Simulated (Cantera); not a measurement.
A perfectly stirred reactor is fed with C3H8 : O2 : N2 = 1 : 4.17 : 45.8 (molar parts), equivalence ratio 1.2, at 9.87 atm; it is adiabatic with a 775 K inlet, and is followed from long to short residence time, starting on the burning branch (τ in s: 0.24, 0.095, 0.038, 0.015, 0.0059, 0.0023, 0.00093, 0.00037, 0.00015, 5.8e-05, 2.3e-05, 9.1e-06, 3.6e-06).

Model: GRI-Mech 3.0 (53 species, 325 reactions), integrated in Cantera. GRI-Mech 3.0 was tuned for natural gas; its chemistry of propane as a main component is partial and can be far from experiment.

Problem. What does this change do: C3H8 1 to 0.78 parts?

Solution. 
| quantity | before | after |
|---|---|---|
| blow-out, bracketed by the residence times tried | burning at 0.930 ms, out at 0.370 ms | burning at 0.930 ms, out at 0.370 ms |
| x(C3H8) at τ = 0.240 s | 1.28e-6 | 3.29e-7 |
| x(O2) at τ = 0.240 s | 0.000395 | 0.00531 |
| x(HO2) at τ = 0.240 s | 1.93e-7 | 5.20e-7 |
| x(H2) at τ = 0.240 s | 0.00820 | 3.87e-5 |
| x(CH2O) at τ = 0.240 s | 3.32e-6 | 2.54e-7 |
| x(C3H8) at τ = 0.930 ms | 0.000501 | 2.24e-5 |
| x(O2) at τ = 0.930 ms | 0.0195 | 0.00884 |
| x(HO2) at τ = 0.930 ms | 5.06e-5 | 1.61e-5 |
| x(H2) at τ = 0.930 ms | 0.00868 | 0.000917 |
| x(CH2O) at τ = 0.930 ms | 0.000308 | 1.65e-5 |
